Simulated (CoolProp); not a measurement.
A simple Rankine cycle with R227EA: condensing at 321.15 K, boiler at 2.33 MPa, turbine inlet 368.8 K, turbine efficiency 0.75, pump efficiency 0.7, no recuperator. Each further row changes one setting.

Model: reference Helmholtz-energy equation of state, Lemmon 2016, in CoolProp.

| case | thermal efficiency (%) | net work (kJ/kg) | heat in (kJ/kg) | turbine exit temperature (K) | volume ratio over the turbine |
|---|---|---|---|---|---|
| as stated | 6.2 | 7.42 | 120 | 336.9 | 3.47 |
| turbine inlet 388.8 K | 6.2 | 9.10 | 146 | 362.4 | 3.09 |
| condensing temperature 313.15 K | 7.3 | 9.46 | 130 | 332.1 | 4.39 |
| boiler pressure 1.63 MPa | 4.4 | 5.85 | 134 | 352.8 | 2.04 |
| turbine efficiency 0.65 | 5.2 | 6.22 | 120 | 338.2 | 3.49 |
